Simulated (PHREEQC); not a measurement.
Make-up at 30 °C: 15 mmol/kgw MnCl2. Closed to the air; pH follows from the charge balance.

Model: ion-association model, phreeqc.dat, run in PHREEQC.

Problem. The ionic strength comes out as 0.0433 mol/kgw. What activity coefficients do MnCl+, Mn+2, Cl- get?

Solution. MnCl+ 0.83, Mn+2 0.50, Cl- 0.82.

No solid was allowed to form.
